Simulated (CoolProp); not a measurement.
Aqueous lithium chloride as a coolant, 6 % by mass, freezing at -6.3 °C, 1 atm.

Computed with CoolProp (Melinder's fits for secondary coolants).

```csv
T (°C),Prandtl number,cp (kJ/(kg K)),viscosity (mPa s),conductivity (W/(m K))
-2,15.9,3.857,2.25,0.547
2.6,13.5,3.857,1.94,0.554
7.2,11.7,3.858,1.70,0.562
11.8,10.2,3.860,1.50,0.570
16.5,8.92,3.862,1.33,0.577
21.1,7.91,3.864,1.20,0.585
25.7,7.06,3.867,1.08,0.592
30.3,6.33,3.871,0.980,0.599
35,5.69,3.874,0.890,0.606
```
